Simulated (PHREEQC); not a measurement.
**Acid rinse or clean: speciation**

Make-up at 25 °C: 0.07 mol/kgw HBr and 4.6e-05 mol/kgw ZnSO4. Closed to the air; pH follows from the charge balance.

Model: ion-association model, phreeqc.dat, run in PHREEQC.

No solid was allowed to form.

Question: Estimate the pH, density.

Answer: pH 1.23; density 1.001 g/cm³.

Question: In which forms is S present?

Answer: HSO4- 75 %, SO4-2 25 % of the S.

Complexes and solids missing from the database can't appear.
